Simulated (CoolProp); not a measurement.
Computed with CoolProp (reference Helmholtz-energy equation of state, Akasaka 2022).

Problem. Give the vapour pressure (kPa), liquid density (kg/m³), vapour density (kg/m³), enthalpy of vaporisation (kJ/kg) of saturated R1233zd(E) at 322.7 K.

Solution. 
```csv
T (K),p (kPa),liquid density (kg/m³),vapour density (kg/m³),enthalpy of vaporisation (kJ/kg)
322.7,290,1200,15.5,178
```
